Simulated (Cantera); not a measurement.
An isothermal, constant-pressure homogeneous reactor starts with CO : O2 : H2O : N2 = 0.022 : 0.02 : 0.019 : 1 (molar parts), equivalence ratio 0.55, at 1050 K and 0.132 atm.

Computed with Cantera and GRI-Mech 3.0 (53 species, 325 reactions).

One state of this run: x CO = 2.26e-7; x O2 = 0.00857; x H2O = 0.0181; x CO2 = 0.0210; x O = 3.43e-8. x: mole fraction; the columns are a selection and need not sum to one.

Problem. Which value of t (s) does it belong to?
(A) 6.91e-6
(B) 5.79
(C) 0.000985
(D) 2.00e-6

Solution. B, 5.79
